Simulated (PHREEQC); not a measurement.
Solution (49 °C): 0.00069 mol K2CO3, 0.0024 mol Fe(NO3)3 and 7.4e-05 mol CO2 per kg of water. Closed to the air; pH follows from the charge balance.

Equilibrium calculation in PHREEQC: ion-association model, wateq4f.dat.

### Question
The ionic strength comes out as 0.00950 mol/kgw. What activity coefficients do FeOH+2, Fe2(OH)2+4, Fe(OH)2+, Fe3(OH)4+5, Fe+3 get?

### Answer
FeOH+2 0.66, Fe2(OH)2+4 0.18, Fe(OH)2+ 0.90, Fe3(OH)4+5 0.071, Fe+3 0.43.

No solid was allowed to form. The solution is supersaturated, for example in Hematite (slow to form), Goethite (slow to form), so a real one may precipitate; this is no full list. Complexes and solids missing from the database can't appear. Constants without temperature data keep their 25 °C values here.
